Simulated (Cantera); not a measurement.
Input (Python, Cantera):

```python
import numpy as np
import cantera as ct

gas = ct.Solution("gri30.yaml")
gas.TPX = 1973, 25000, {'CH4': 1, 'N2': 26}
reactor = ct.IdealGasConstPressureReactor(gas, energy="off", clone=False)
net = ct.ReactorNet([reactor])
net.rtol, net.atol = 1e-08, 1e-18
show = ['CH4', 'H2', 'C2H', 'C2H4', 'C2H6', 'CH3', 'C2H2']
times = np.geomspace(3e-05, 100, 14)

steps = ct.SolutionArray(gas, extra=["t"])
rows = []
print(f"{'t/s':>10s}{'T/K':>9s}{'P/Pa':>11s}" + "".join(f"{s:>11s}" for s in show))
for t in times:
    while net.time < t:
        t_next = net.step()
        steps.append(gas.state, t=t_next)
    rows.append([np.interp(t, steps.t, y) for y in (steps.T, steps.P, *steps(*show).X.T)])
    print(f"{t:10.3e}{rows[-1][0]:9.1f}{rows[-1][1]:11.4g}" + "".join(f"{x:11.3e}" for x in rows[-1][2:]))
rate = np.gradient(steps.T, steps.t)
print("integrator steps:", len(steps.t))
if steps.T.max() > steps.T[0] + 200:
    print(f"time of steepest temperature rise: {steps.t[rate.argmax()]:.4e} s")
gas.TPX = 1973, 25000, {'CH4': 1, 'N2': 26}
gas.equilibrate("TP")
print(f"equilibrium (TP): T = {gas.T:.1f} K  " + "  ".join(f"{s} {gas[s].X[0]:.3e}" for s in show))
```

Output:

```
       t/s      T/K       P/Pa        CH4         H2        C2H       C2H4       C2H6        CH3       C2H2
 3.000e-05   1973.0    2.5e+04  3.685e-02  8.947e-05  1.404e-13  4.135e-07  6.548e-08  1.831e-04  4.914e-09
 9.525e-05   1973.0    2.5e+04  3.640e-02  3.239e-04  6.281e-11  1.529e-05  1.182e-06  5.850e-04  6.407e-07
 3.024e-04   1973.0    2.5e+04  3.424e-02  1.936e-03  1.649e-08  4.244e-04  1.248e-05  1.702e-03  7.378e-05
 9.603e-04   1973.0    2.5e+04  2.072e-02  1.904e-02  6.738e-07  2.227e-03  2.460e-05  2.349e-03  4.469e-03
 3.049e-03   1973.0    2.5e+04  6.067e-03  4.359e-02  1.855e-06  2.091e-04  3.031e-06  8.473e-04  1.429e-02
 9.681e-03   1973.0    2.5e+04  1.231e-03  5.131e-02  2.709e-06  1.310e-05  1.938e-07  2.225e-04  1.711e-02
 3.074e-02   1973.0    2.5e+04  2.292e-04  5.288e-02  3.286e-06  2.338e-06  9.006e-09  4.929e-05  1.767e-02
 9.760e-02   1973.0    2.5e+04  4.663e-05  5.316e-02  3.505e-06  1.867e-06  4.166e-10  1.067e-05  1.776e-02
 3.099e-01   1973.0    2.5e+04  8.450e-06  5.322e-02  3.557e-06  1.846e-06  1.728e-11  1.963e-06  1.777e-02
 9.839e-01   1973.0    2.5e+04  2.934e-06  5.323e-02  3.563e-06  1.845e-06  5.064e-12  6.829e-07  1.777e-02
 3.124e+00   1973.0    2.5e+04  3.013e-06  5.323e-02  3.560e-06  1.844e-06  5.154e-12  7.014e-07  1.776e-02
 9.919e+00   1973.0    2.5e+04  3.261e-06  5.323e-02  3.552e-06  1.840e-06  5.451e-12  7.591e-07  1.772e-02
 3.149e+01   1973.0    2.5e+04  3.789e-06  5.323e-02  3.528e-06  1.827e-06  6.156e-12  8.821e-07  1.760e-02
 1.000e+02   1973.0    2.5e+04  4.582e-06  5.323e-02  3.464e-06  1.794e-06  7.394e-12  1.067e-06  1.727e-02
integrator steps: 1455
equilibrium (TP): T = 1973.0 K  CH4 2.646e-06  H2 5.324e-02  C2H 4.624e-07  C2H4 2.395e-07  C2H6 1.808e-12  CH3 6.161e-07  C2H2 2.306e-03
```

Model: GRI-Mech 3.0 (53 species, 325 reactions), integrated in Cantera. GRI-Mech 3.0 stops at C3 and has no aromatics, soot or wall deposition, so with more carbon than oxygen in the feed, carbon stays in small species such as C2H2 where larger ones or solid carbon would form.
